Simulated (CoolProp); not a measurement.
Octamethylcyclotetrasiloxane (D4) at several states: fugacity coefficient from the reference equation and from simpler models built on Tc = 586.5 K, pc = 13.47 bar, ω = 0.598; each cubic takes its own stable root.

Model: reference Helmholtz-energy equation of state, Thol 2015, in CoolProp.

```
T (K)  p (bar)   phase  reference  Redlich-Kwong  Soave-Redlich-Kwong  Peng-Robinson
-----  -------  ------  ---------  -------------  -------------------  -------------
576.3     9.39     gas     0.7433         0.7574               0.7524         0.7331
409.9      1.4  liquid     0.2326         0.7668               0.2339         0.2382
330.3     10.8  liquid   0.001148        0.01452             0.001234       0.001350
432.5    0.329     gas     0.9734         0.9805               0.9756         0.9746
536.3    0.122     gas     0.9955         0.9960               0.9957         0.9953
611.3     2.45     gas     0.9460         0.9456               0.9482         0.9419
```
